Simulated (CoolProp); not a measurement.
Saturation properties of R236EA (Tc = 412.4 K, pc = 3414 kPa, ω = 0.368).

The numbers come from the reference Helmholtz-energy equation of state, Rui 2013 in CoolProp.

```tsv
T (K)	p (kPa)	liquid cp (kJ/(kg K))	vapour Z	liquid viscosity (µPa s)
328.3	527.4	1.322	0.8609	257
331.5	576.2	1.331	0.8520	247
334.7	628.4	1.341	0.8428	237
337.9	684.0	1.351	0.8332	227
341.2	745.2	1.362	0.8228	218
344.4	808.4	1.374	0.8124	209
347.6	875.6	1.387	0.8015	201
350.8	946.9	1.401	0.7902	192
354.1	1025	1.416	0.7780	184
357.3	1105	1.433	0.7656	176
360.5	1190	1.451	0.7528	169
363.8	1283	1.472	0.7390	161
367	1378	1.495	0.7249	154
370.2	1478	1.521	0.7102	147
```

It boils at 279.3 K under 1 atm.

Viscosity comes from a separate model (Huber 2003), an estimate that may be off by 10 % or more.
